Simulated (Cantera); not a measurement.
A closed system holds: 1 mol Si₃N₄, 0.011 mol C, 2.9 mol H₂, equilibrated at 2550 K and 13.5 Torr.

Cantera equilibrium calculation (NASA polynomials, part measured and part estimated; ideal gas, pure solids and liquids). The tables' values for SiN are old estimates; treat these amounts as uncertain. Gases not in the tables: Si₂H₆ and higher silanes. The numbers say what is thermodynamically allowed, not how fast it happens.

| species | before | after |
|---|---|---|
| N₂ | 0.240 | 0.583 |
| Si | 0.330 | 0.381 |
| H | 0.124 | 0.0112 |
| H₂ | 0.286 | 0.00230 |
| Si₂ | 0.00819 | 0.0109 |
| SiH₂ | 0.000302 | 2.81e-6 |
| SiH | 0.00580 | 0.000601 |
| SiC₂ | 4.45e-6 | 2.10e-5 |
| HNC | 1.75e-5 | 4.94e-6 |
| HCN | 0.000141 | 3.98e-5 |
| CN | 3.80e-6 | 1.20e-5 |
| Si(l), mol | 0 | 1.55 |
Gas species are given as mole fractions.

Problem. Which change was made?
A) H₂ from 2.9 to 0.028 mol
B) temperature from 2550 K to 1650 K
C) temperature from 2550 K to 1948.15 K
D) C from 0.011 to 0.0068 mol

Solution. A, H₂ from 2.9 to 0.028 mol
